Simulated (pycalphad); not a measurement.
Source of the numbers: pycalphad with the COST 507 light-alloy database (1999); pressure 1 atm. The database dates from 1999; later assessments differ in places, in temperatures and in the compounds included.

Molar enthalpy of Si-24.8Al (at.%) in equilibrium (SER reference):

| T (K) | H (kJ/mol) | phases |
|---|---|---|
| 2350 | 95.05 | LIQUID |
| 2250 | 92.22 | LIQUID |
| 2150 | 89.38 | LIQUID |
| 2050 | 86.55 | LIQUID |
| 1950 | 83.72 | LIQUID |
| 1850 | 80.89 | LIQUID |
| 1750 | 78.05 | LIQUID |
| 1650 | 75.22 | LIQUID |
| 1600 | 73.80 | LIQUID |
| 1550 | 72.17 | LIQUID + DIAMOND_A4 |
| 1450 | 52.14 | LIQUID + DIAMOND_A4 |
| 1350 | 42.15 | LIQUID + DIAMOND_A4 |
| 1250 | 35.33 | DIAMOND_A4 + LIQUID |
| 1150 | 29.94 | DIAMOND_A4 + LIQUID |
| 1050 | 25.37 | DIAMOND_A4 + LIQUID |
| 950 | 21.32 | DIAMOND_A4 + LIQUID |
| 850 | 13.81 | DIAMOND_A4 + FCC_A1 |
| 800 | 12.40 | DIAMOND_A4 + FCC_A1 |
| 750 | 11.03 | DIAMOND_A4 + FCC_A1 |
| 650 | 8.39 | DIAMOND_A4 + FCC_A1 |
| 550 | 5.85 | DIAMOND_A4 + FCC_A1 |

Cooling from 1600 K to 850 K, across the freezing range, releases 60.0 kJ/mol, or 2160 J/g. The slope is 28 J/(mol K) in the liquid and 28 J/(mol K) just below the solidus, where it includes any heat of precipitation. Liquidus 1551 K, solidus 850 K. Changes were sought between steps of 50 K, so a narrower field can be missed.

FCC_A1 is fcc; DIAMOND_A4 is diamond (Si).
